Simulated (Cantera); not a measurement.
Feed: 1 mol TEOS, 5 mol O3, equilibrated at 1723.15 K and 4.58 Torr.

Equilibrium computed with Cantera from the NASA thermochemical tables; the gas is ideal and each condensed phase is pure. Candidate condensed phases: C, C6H6, C7H8, C8H18, H2O, Si, SiC, SiO2; 123 gas species. The feed counts by its element totals alone. The tables hold silica as quartz up to 1696 K and as liquid above; real silica turns to tridymite and cristobalite and melts near 1996 K. Kinetics and transport are ignored.

What is the equilibrium state?


```
Property                                   Result
--------------------------------------  ---------
x(H2O)                                      0.352
x(CO)                                       0.297
x(H2)                                       0.202
x(CO2)                                      0.147
x(H)                                      0.00105
x(OH)                                    0.000100
x(SiO)                                    4.30e-5
n(SiO2(condensed))                      0.999 mol
gas amount                              18.01 mol
log10 activity of C(graphite) (absent)      -6.35
log10 activity of Si(l) (absent)            -9.62
```
